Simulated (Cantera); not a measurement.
Input (Python, Cantera):

```python
import numpy as np
import cantera as ct

gas = ct.Solution("gri30.yaml")
gas.TPX = 748, 1000000, {'CH4': 1, 'CO': 0.72, 'O2': 2.91, 'N2': 11}
inlet = ct.Reservoir(gas, clone=True)
gas.equilibrate("HP")  # start burning
reactor = ct.IdealGasConstPressureReactor(gas, energy="on", clone=False)
exhaust = ct.Reservoir(gas, clone=True)
tau = [0.22, 0.086, 0.035, 0.014, 0.0056, 0.0022, 0.0009, 0.00036, 0.00014, 5.8e-05, 2.3e-05, 9.3e-06][0]
for a, b in ((inlet, reactor), (reactor, exhaust)):
    ct.MassFlowController(a, b, mdot=lambda t: reactor.mass / tau)
net = ct.ReactorNet([reactor])
show = ['CH4', 'CO', 'O2', 'N2O', 'CH2O', 'NO2', 'HCO']

rows = []
print(f"{'tau/s':>10s}{'T/K':>9s}" + "".join(f"{s:>11s}" for s in show))
for tau in [0.22, 0.086, 0.035, 0.014, 0.0056, 0.0022, 0.0009, 0.00036, 0.00014, 5.8e-05, 2.3e-05, 9.3e-06]:
    net.initial_time = 0.0
    net.advance(30 * tau)
    before = gas.X
    net.advance(40 * tau)
    drift = np.max(np.abs(gas.X - before) / (gas.X + 1e-9))
    rows.append([gas.T, *gas[show].X, drift])
    print(f"{tau:10.3e}{gas.T:9.1f}" + "".join(f"{x:11.3e}" for x in gas[show].X))
```

Output:

```
     tau/s      T/K        CH4         CO         O2        N2O       CH2O        NO2        HCO
 2.200e-01   2372.4  1.102e-07  3.428e-03  3.355e-02  1.162e-06  2.015e-08  8.396e-06  1.425e-09
 8.600e-02   2373.2  2.794e-07  3.453e-03  3.383e-02  1.172e-06  5.128e-08  7.734e-06  2.580e-09
 3.500e-02   2374.6  6.754e-07  3.508e-03  3.432e-02  1.189e-06  1.248e-07  6.545e-06  5.354e-09
 1.400e-02   2376.2  1.643e-06  3.633e-03  3.507e-02  1.210e-06  3.065e-07  4.799e-06  1.241e-08
 5.600e-03   2376.4  3.948e-06  3.908e-03  3.589e-02  1.237e-06  7.441e-07  3.009e-06  3.012e-08
 2.200e-03   2372.4  9.437e-06  4.537e-03  3.670e-02  1.287e-06  1.794e-06  1.699e-06  7.596e-08
 9.000e-04   2361.0  2.081e-05  5.818e-03  3.758e-02  1.386e-06  3.978e-06  1.008e-06  1.856e-07
 3.600e-04   2336.8  4.409e-05  8.334e-03  3.896e-02  1.533e-06  8.418e-06  6.488e-07  4.657e-07
 1.400e-04   2293.3  9.151e-05  1.274e-02  4.126e-02  1.637e-06  1.714e-05  4.278e-07  1.203e-06
 5.800e-05   2231.4  1.833e-04  1.898e-02  4.463e-02  1.597e-06  3.276e-05  2.727e-07  2.905e-06
 2.300e-05   2136.8  4.203e-04  2.879e-02  5.037e-02  1.418e-06  6.833e-05  1.525e-07  7.312e-06
 9.300e-06   1962.0  1.584e-03  4.863e-02  6.446e-02  1.014e-06  2.045e-04  5.493e-08  1.850e-05
```

Model: GRI-Mech 3.0 (53 species, 325 reactions), integrated in Cantera.
